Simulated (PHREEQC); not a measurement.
0.78 g of hydrous ferric oxide (600 m²/g; 0.2 weak and 0.005 strong sites per Fe, Dzombak-Morel constants, diffuse double layer) in 1 kg of water with 0.01 mol/kgw of an inert sodium salt and 0.012 mmol/kgw MnCl2, at 25 °C; the pH is set by adding NaOH or the inert anion's acid. No oxygen is let in. The system is closed to CO2. Precipitation was switched off in this run.

The series has 13 steps of pH, from 4 to 12.

Model: ion-association model, wateq4f.dat, run in PHREEQC.

Question: Near which pH is half of the Mn sorbed, and on which side is more sorbed?

Answer: Near pH 6.5, with more sorbed at higher pH.

Species that the database lacks are ignored.
